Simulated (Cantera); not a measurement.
A perfectly stirred reactor is fed with CH4 : O2 : N2 = 1 : 1.67 : 10.8 (molar parts), equivalence ratio 1.2, at 180 Torr; it is adiabatic with a 798 K inlet, and is followed from long to short residence time, starting on the burning branch (τ in s: 0.086, 0.028, 0.0092, 0.003, 0.00099, 0.00032, 0.00011, 3.5e-05, 1.1e-05, 3.7e-06).

Detailed kinetics in Cantera: GRI-Mech 3.0 (53 species, 325 reactions).

Q: What does this change do: pressure from 180 Torr to 2180 Torr?

A: 
```
quantity                                                                        before                                 after
------------------------------------------------  ------------------------------------  ------------------------------------
blow-out, bracketed by the residence times tried  burning at 0.990 ms, out at 0.320 ms  burning at 0.320 ms, out at 0.110 ms
x(CH4) at τ = 86.0 ms                                                          1.16e-5                               4.48e-5
x(O2) at τ = 86.0 ms                                                           0.00112                               9.90e-5
x(HCO) at τ = 86.0 ms                                                          1.48e-7                               2.80e-8
x(C2H) at τ = 86.0 ms                                                         7.81e-11                              6.16e-10
x(HCN) at τ = 86.0 ms                                                          2.34e-6                               6.91e-6
x(CH4) at τ = 0.320 ms                                                          0.0742                              0.000548
x(O2) at τ = 0.320 ms                                                            0.124                               0.00416
x(HCO) at τ = 0.320 ms                                                          <1e-12                               3.40e-6
x(C2H) at τ = 0.320 ms                                                          <1e-12                               5.63e-8
x(HCN) at τ = 0.320 ms                                                          <1e-12                               5.25e-5
```
